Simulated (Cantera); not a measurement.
Cantera run, input and output.

```python
import numpy as np
import cantera as ct

gas = ct.Solution("gri30.yaml")
gas.TPX = 2223, 3200, {'CH4': 0.043, 'H2': 1, 'H': 0.024}
reactor = ct.IdealGasConstPressureReactor(gas, energy="off", clone=False)
net = ct.ReactorNet([reactor])
net.rtol, net.atol = 1e-08, 1e-18
show = ['CH4', 'H2', 'H', 'C2H4', 'C2H6']
times = np.geomspace(2e-05, 100, 11)

steps = ct.SolutionArray(gas, extra=["t"])
rows = []
print(f"{'t/s':>10s}{'T/K':>9s}{'P/Pa':>11s}" + "".join(f"{s:>11s}" for s in show))
for t in times:
    while net.time < t:
        t_next = net.step()
        steps.append(gas.state, t=t_next)
    rows.append([np.interp(t, steps.t, y) for y in (steps.T, steps.P, *steps(*show).X.T)])
    print(f"{t:10.3e}{rows[-1][0]:9.1f}{rows[-1][1]:11.4g}" + "".join(f"{x:11.3e}" for x in rows[-1][2:]))
rate = np.gradient(steps.T, steps.t)
print("integrator steps:", len(steps.t))
if steps.T.max() > steps.T[0] + 200:
    print(f"time of steepest temperature rise: {steps.t[rate.argmax()]:.4e} s")
gas.TPX = 2223, 3200, {'CH4': 0.043, 'H2': 1, 'H': 0.024}
gas.equilibrate("TP")
print(f"equilibrium (TP): T = {gas.T:.1f} K  " + "  ".join(f"{s} {gas[s].X[0]:.3e}" for s in show))
```

Result:

```
       t/s      T/K       P/Pa        CH4         H2          H       C2H4       C2H6
 2.000e-05   2223.0       3200  3.134e-02  9.461e-01  1.383e-02  1.196e-04  7.831e-06
 9.352e-05   2223.0       3200  2.983e-02  9.472e-01  1.369e-02  3.867e-04  7.992e-06
 4.373e-04   2223.0       3200  2.448e-02  9.510e-01  1.344e-02  2.998e-04  5.273e-06
 2.045e-03   2223.0       3200  1.225e-02  9.580e-01  1.439e-02  9.277e-05  1.413e-06
 9.564e-03   2223.0       3200  2.186e-03  9.602e-01  1.887e-02  7.186e-06  5.875e-08
 4.472e-02   2223.0       3200  2.013e-04  9.547e-01  2.585e-02  1.723e-06  6.602e-10
 2.091e-01   2223.0       3200  2.587e-05  9.474e-01  3.337e-02  1.329e-06  1.443e-11
 9.779e-01   2223.0       3200  1.877e-05  9.457e-01  3.508e-02  1.271e-06  8.289e-12
 4.573e+00   2223.0       3200  1.876e-05  9.457e-01  3.508e-02  1.271e-06  8.288e-12
 2.138e+01   2223.0       3200  1.876e-05  9.457e-01  3.508e-02  1.271e-06  8.288e-12
 1.000e+02   2223.0       3200  1.876e-05  9.457e-01  3.508e-02  1.271e-06  8.288e-12
integrator steps: 1399
equilibrium (TP): T = 2223.0 K  CH4 1.887e-05  H2 9.457e-01  H 3.508e-02  C2H4 1.271e-06  C2H6 8.372e-12
```

Model: GRI-Mech 3.0 (53 species, 325 reactions), integrated in Cantera. GRI-Mech 3.0 stops at C3 and has no aromatics, soot or wall deposition, so with more carbon than oxygen in the feed, carbon stays in small species such as C2H2 where larger ones or solid carbon would form. Radical loss at walls, strong at low pressure, is not modelled.
